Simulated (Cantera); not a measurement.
Feed: 1 mol Fe3O4, 0.86 mol CH4, 0.21 mol CO, equilibrated at 1948 K and 0.0100 bar.

Cantera equilibrium calculation (NASA polynomials, part measured and part estimated; ideal gas, pure solids and liquids). Candidate condensed phases: C, C6H6, C7H8, C8H18, Fe, Fe(CO)5, FeO, Fe(OH)2, Fe(OH)3, Fe2O3, Fe3O4, H2O; 114 gas species. Each liquid is taken as pure. Mutual solubility and eutectic melting of coexisting phases are not modelled. The tables' stoichiometric FeO is somewhat more stable than real wüstite, so its field is too wide. FeO: taken at fixed stoichiometry. The numbers say what is thermodynamically allowed, not how fast it happens.

Base state: H2 0.408, CO 0.338, H2O 0.190, CO2 0.0359, Fe 0.0200, H 0.00722, OH 0.000304, FeO 0.000163 (mole fractions); condensed: Fe(l) + FeO(l).

Q: What changes in the equilibrium state with this change: temperature from 1948 K to 1475 K?

A: 
```json
[
 {"species": "H2", "before": "0.408", "after": "0.438"},
 {"species": "CO", "before": "0.338", "after": "0.329"},
 {"species": "H2O", "before": "0.190", "after": "0.179"},
 {"species": "Fe", "before": "0.0200", "after": "8.74e-6"},
 {"species": "CO2", "before": "0.0359", "after": "0.0541"},
 {"species": "FeO", "before": "0.000163", "after": "1.27e-8"},
 {"species": "OH", "before": "0.000304", "after": "9.18e-7"},
 {"species": "H", "before": "0.00722", "after": "8.58e-5"},
 {"species": "Fe(OH)2", "before": "5.90e-5", "after": "2.18e-6"},
 {"species": "Fe(l), mol", "before": "0.450", "after": "0"},
 {"species": "FeO(l), mol", "before": "2.49", "after": "0"},
 {"species": "Fe(γ), mol", "before": "0", "after": "0.509"},
 {"species": "FeO(s), mol", "before": "0", "after": "2.49"}
]
```
